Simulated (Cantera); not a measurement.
A perfectly stirred reactor is fed with CH4 : C2H6 : C3H8 : O2 : N2 = 1 : 0.31 : 0.051 : 8.15 : 30.6 (molar parts), equivalence ratio 0.41, at 18.0 bar; it is adiabatic with a 548 K inlet, and is followed from long to short residence time, starting on the burning branch (τ in s: 0.17, 0.05, 0.014, 0.0041, 0.0012, 0.00034, 9.7e-05, 2.8e-05, 8e-06).

Computed with Cantera and GRI-Mech 3.0 (53 species, 325 reactions). The pressure lies above the range GRI-Mech 3.0 was tuned for (to about 10 atm).

Problem. Predict: blow-out, bracketed by the residence times tried; x(CH4) at τ = 0.170 s; x(C2H6) at τ = 0.170 s; x(C3H8) at τ = 0.170 s; x(CO2) at τ = 0.170 s; x(NO2) at τ = 0.170 s; x(CH4) at τ = 1.20 ms; x(C2H6) at τ = 1.20 ms; x(C3H8) at τ = 1.20 ms.

Solution. 
```
Property                                                                      Result
------------------------------------------------  ----------------------------------
blow-out, bracketed by the residence times tried  burning at 4.10 ms, out at 1.20 ms
x(CH4) at τ = 0.170 s                                                        7.44e-6
x(C2H6) at τ = 0.170 s                                                       5.13e-7
x(C3H8) at τ = 0.170 s                                                       9.15e-8
x(CO2) at τ = 0.170 s                                                         0.0438
x(NO2) at τ = 0.170 s                                                        2.23e-8
x(CH4) at τ = 1.20 ms                                                         0.0249
x(C2H6) at τ = 1.20 ms                                                       0.00773
x(C3H8) at τ = 1.20 ms                                                       0.00127
```
